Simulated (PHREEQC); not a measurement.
## Ultrapure water in contact with air or piping

A made-up water analysis in mg/L, 20 °C, pH 6.81, pe -0:

```
constituent             mg/L
------------------  --------
Na                      0.22
K                      0.487
Ca                     0.311
Mg                    0.0993
Cl                    0.0441
S(6) as SO4            0.851
Alkalinity as HCO3      1.63
N(-3) as NH4         0.00354
B                   0.000101
Sr                    0.0181
```

Valence states are taken as typed.

All values are PHREEQC results (ion-association model, phreeqc.dat), not measurements.

```json
{
  "ionic_strength": "6.70e-5 mol/kgw",
  "charge_balance_error": "0.7 %"
}
```

| species | molality | activity | log γ |
|---|---|---|---|
| HCO3- | 2.68e-5 | 2.66e-5 | -0.004 |
| K+ | 1.24e-5 | 1.23e-5 | -0.004 |
| CO2 | 9.91e-6 | 9.91e-6 | 0.000 |
| Na+ | 9.57e-6 | 9.48e-6 | -0.004 |
| SO4-2 | 8.84e-6 | 8.51e-6 | -0.016 |
| Ca+2 | 7.75e-6 | 7.46e-6 | -0.016 |
| Mg+2 | 4.08e-6 | 3.93e-6 | -0.016 |
| Cl- | 1.24e-6 | 1.23e-6 | -0.004 |
| Sr+2 | 2.06e-7 | 1.99e-7 | -0.016 |
| NH4+ | 1.96e-7 | 1.94e-7 | -0.004 |
| H+ | 1.56e-7 | 1.55e-7 | -0.004 |
| OH- | 4.46e-8 | 4.42e-8 | -0.004 |
| CaSO4 | 1.09e-8 | 1.09e-8 | 0.000 |

Precipitation was switched off in this run. Complexes and solids missing from the database can't appear.
